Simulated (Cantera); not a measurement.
Feed: 1 mol V, 0.18 mol O₂, 1.1 mol N₂, equilibrated at 2800 K and 405 Torr.

Cantera equilibrium calculation (NASA polynomials, part measured and part estimated; ideal gas, pure solids and liquids). Candidate condensed phases: V, VN, VO, V₂O₃, V₂O₄, V₂O₅; 13 gas species. Each liquid is taken as pure. Mutual solubility and eutectic melting of coexisting phases are not modelled. VO: taken at fixed stoichiometry. Condensed phases not in the tables: V₂N, N, O or C dissolved in the metal. Equilibrium is a limit: real reactors are often held back by kinetics, nucleation or transport.

Base state: N₂ 0.974, V 0.0164, VO 0.00912, VO₂ 0.000985, VN 1.86e-5 (mole fractions); condensed: V(l) + VO(l).

### Question
What changes in the equilibrium state with this change: O₂ from 0.18 to 1.8 mol?

### Answer
```csv
species,before,after
N₂,0.974,0.359
VO₂,0.000985,0.338
O₂,7.26e-9,0.240
V,0.0164,1.70e-7
O,6.30e-6,0.0362
NO,7.60e-6,0.0265
VN,1.86e-5,<1e-9
NO₂,<1e-9,1.41e-5
VO,0.00912,0.000545
"V(l), mol",0.623,0
"VO(l), mol",0.347,0
```
